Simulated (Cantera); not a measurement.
Input: 1 mol Pb, 0.15 mol O₂, 0.31 mol N₂, held at 9400 Pa.

These are equilibrium values from Cantera (NASA tables, ideal gas, pure condensed phases), not measurements of a reactor. Candidate condensed phases: Pb, PbO, PbO₂, Pb₃O₄; 12 gas species. Each liquid is taken as pure. Mutual solubility and eutectic melting of coexisting phases are not modelled. Gases not in the tables: (PbO)n polymers. Kinetics and transport are ignored.

Task: Which condensed phases are stable at each of these points (T (K)): 1373, 1398, 1423, 1448, 1473, 1498, 1523, 1548, 1573, 1598?

Result: 
```csv
T (K),condensed phases,Pb condensed (%)
1373,Pb(l) + PbO(l),97.2
1398,Pb(l) + PbO(l),96.0
1423,Pb(l) + PbO(l),94.4
1448,Pb(l) + PbO(l),92.1
1473,Pb(l) + PbO(l),88.7
1498,Pb(l) + PbO(l),83.5
1523,Pb(l) + PbO(l),74.6
1548,Pb(l) + PbO(l),57.4
1573,Pb(l) + PbO(l),12.5
1598,gas only,0.0
```

From 1373 K to 1573 K the condensed part is Pb(l) + PbO(l). At 1598 K nothing is condensed. The share of Pb in condensed phases is highest at 1373 K (97.2 %) and lowest at 1598 K (0.0 %).
